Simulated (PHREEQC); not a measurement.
A made-up water analysis in mg/L, 28 °C, pH 7.08, pe 1.5:

| constituent | mg/L |
|---|---|
| Na | 44.5 |
| K | 10.6 |
| Ca | 17.7 |
| Mg | 18.5 |
| Cl | 29.6 |
| S(6) as SO4 | 302 |
| Alkalinity as HCO3 | 33.8 |
| Si as SiO2 | 0.185 |
| B | 0.35 |

Na is adjusted to close the charge balance.
Valence states are taken as typed.

The numbers come from PHREEQC with the ion-association model, phreeqc.dat.

ionic strength: 0.0109 mol/kgw
specific conductance: 870 µS/cm

| species | molality | activity | log γ |
|---|---|---|---|
| Na+ | 0.00495 | 0.00446 | -0.046 |
| SO4-2 | 0.00283 | 0.00186 | -0.183 |
| Cl- | 0.000835 | 0.000749 | -0.047 |
| Mg+2 | 0.000578 | 0.000384 | -0.178 |
| HCO3- | 0.000547 | 0.000493 | -0.045 |
| Ca+2 | 0.000360 | 0.000237 | -0.181 |

This is a speciation only: nothing precipitates in the calculation.
